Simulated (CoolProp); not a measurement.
Hexamethyldisiloxane (MM) at 241.64 K and 0.786 MPa is throttled through a valve to 0.517 MPa with no heat exchange. Each further row changes one setting.

Model: reference Helmholtz-energy equation of state, Thol 2016, in CoolProp.

```
case                       temperature change (K)
-------------------------  ----------------------
as stated                                    +0.1
outlet pressure 0.155 MPa                    +0.3
outlet pressure 0.672 MPa                    +0.1
```
